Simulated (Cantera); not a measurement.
A closed system holds: 1 mol CH3F, 0.0075 mol CH4, 3.1 mol H2, 0.022 mol HCl, at 0.133 bar.

Cantera equilibrium calculation (NASA polynomials, part measured and part estimated; ideal gas, pure solids and liquids). Candidate condensed phases: C, C6H6, C7H8, C8H18; 118 gas species. Equilibrium is a limit: real reactors are often held back by kinetics, nucleation or transport.

Q: Which condensed phases are stable at each of these points (T (K)): 698, 898, 1098, 1298, 1498, 1698, 1898, 2098, 2298, 2498?

A: 
| T (K) | condensed phases | C condensed (%) |
|---|---|---|
| 698 | gas only | 0.0 |
| 898 | C(graphite) | 87.4 |
| 1098 | C(graphite) | 98.4 |
| 1298 | C(graphite) | 99.7 |
| 1498 | C(graphite) | 99.9 |
| 1698 | C(graphite) | 99.9 |
| 1898 | C(graphite) | 99.7 |
| 2098 | C(graphite) | 98.8 |
| 2298 | C(graphite) | 96.5 |
| 2498 | C(graphite) | 91.5 |

At 698 K nothing is condensed. From 898 K to 2498 K the condensed part is C(graphite).
